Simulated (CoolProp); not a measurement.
Computed with CoolProp (reference Helmholtz-energy equation of state, Platzer 1990). This equation is an older, rougher fit; its heat capacities, sound speeds and derivatives of the liquid may be far off and weren't checked against measurements.

Question: Give the vapour pressure (MPa), liquid density (kg/m³), vapour density (kg/m³), enthalpy of vaporisation (kJ/kg) of saturated R114 at 294.4, 325.3, 340.7 K.

Answer: 
```csv
T (K),p (MPa),liquid density (kg/m³),vapour density (kg/m³),enthalpy of vaporisation (kJ/kg)
294.4,0.190,1470,14.1,130
325.3,0.473,1370,34.1,117
340.7,0.698,1310,50.4,109
```
